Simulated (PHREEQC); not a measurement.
H2SO4 is added in steps, without added water, to 1 kg of water holding 0.00069 mol Na2HAsO4, at 70 °C. O2 is buffered at 0.21 atm. No CO2 enters from the air. Nothing may precipitate in this run.

Base run: PHREEQC, ion-association model, wateq4f.dat. Each further column changes one thing. The table gives HAsO4-2 (mol/kgw).

```json
[
 {"H2SO4 added (mol)": "0", "base": "0.000655", "metal-ligand complexes left out": "0.000655", "all activity coefficients set to 1": "0.000654", "Debye-Hückel limiting law": "0.000655", "Davies equation for every ion": "0.000655"},
 {"H2SO4 added (mol)": "0.00078", "base": "9.30e-8", "metal-ligand complexes left out": "9.31e-8", "all activity coefficients set to 1": "7.49e-8", "Debye-Hückel limiting law": "9.48e-8", "Davies equation for every ion": "9.34e-8"},
 {"H2SO4 added (mol)": "0.00143", "base": "3.39e-8", "metal-ligand complexes left out": "3.40e-8", "all activity coefficients set to 1": "2.60e-8", "Debye-Hückel limiting law": "3.50e-8", "Davies equation for every ion": "3.42e-8"},
 {"H2SO4 added (mol)": "0.00221", "base": "1.80e-8", "metal-ligand complexes left out": "1.81e-8", "all activity coefficients set to 1": "1.31e-8", "Debye-Hückel limiting law": "1.88e-8", "Davies equation for every ion": "1.82e-8"},
 {"H2SO4 added (mol)": "0.00299", "base": "1.18e-8", "metal-ligand complexes left out": "1.18e-8", "all activity coefficients set to 1": "[?]", "Debye-Hückel limiting law": "1.25e-8", "Davies equation for every ion": "1.19e-8"},
 {"H2SO4 added (mol)": "0.00377", "base": "8.56e-9", "metal-ligand complexes left out": "8.57e-9", "all activity coefficients set to 1": "[?]", "Debye-Hückel limiting law": "9.13e-9", "Davies equation for every ion": "8.67e-9"},
 {"H2SO4 added (mol)": "0.00442", "base": "6.86e-9", "metal-ligand complexes left out": "6.88e-9", "all activity coefficients set to 1": "[?]", "Debye-Hückel limiting law": "7.39e-9", "Davies equation for every ion": "6.97e-9"},
 {"H2SO4 added (mol)": "0.0052", "base": "5.48e-9", "metal-ligand complexes left out": "5.49e-9", "all activity coefficients set to 1": "3.49e-9", "Debye-Hückel limiting law": "5.96e-9", "Davies equation for every ion": "5.58e-9"}
]
```

**Question.** What belongs in the gaps?

**Answer.** 
- 0.00299, all activity coefficients set to 1: 8.26e-9
- 0.00377, all activity coefficients set to 1: 5.78e-9
- 0.00442, all activity coefficients set to 1: 4.51e-9

Constants without temperature data keep their 25 °C values here.
